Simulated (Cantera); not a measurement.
Feed: 1 mol Cr2O3, 13 mol H2, 20 mol N2, at 75.0 Torr.

These are equilibrium values from Cantera (NASA tables, ideal gas, pure condensed phases), not measurements of a reactor. Candidate condensed phases: Cr, CrN, Cr2N, Cr2O3, H2O; 29 gas species. Mutual solubility and eutectic melting of coexisting phases are not modelled. The numbers say what is thermodynamically allowed, not how fast it happens.

Task: At 1500 K, list the 4 most abundant gas species with their mole fractions, and the condensed phases.

Result: N2 0.606, H2 0.393, H2O 0.000504, H 3.49e-5. Condensed: Cr2N(s) + Cr2O3(s).
